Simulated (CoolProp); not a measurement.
Vapour-liquid equilibrium of dimethyl ether (1) + 1-butene (2) at 0.424 MPa; x and y are mole fractions of (1).

Values from CoolProp's multi-fluid Helmholtz-energy mixture model, Wu 2011 and Lemmon 2005; pair parameters Bell 2016.

Give the bubble temperature and the first vapour's composition at x = 0.05, 0.2, 0.95. Is there an azeotrope?

x = 0.05: 308.1 K, y = 0.102; x = 0.2: 302.3 K, y = 0.343; x = 0.95: 287.7 K, y = 0.965. No azeotrope shows between x = 0.05 and 0.95.

The pair parameters rest on a limited set of measurements; away from them the model extrapolates.
